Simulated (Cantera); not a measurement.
An isothermal, constant-pressure homogeneous reactor starts with 57.5 % CH₄, 42.5 % CO₂, at 1925 K and 2.10 bar.

Detailed kinetics in Cantera: GRI-Mech 3.0 (53 species, 325 reactions).

One state of this run: x CH₄ = 0.00721; x CO₂ = 0.00495; x CH₂CO = 6.77e-6; x HO₂ = <1e-12; x H₂ = 0.505. x: mole fraction; the columns are a selection and need not sum to one.

**Question.** Which value of t (s) does it belong to?
A. 0.0935
B. 0.00175
C. 0.0481
D. 5.00

**Answer.** A, 0.0935
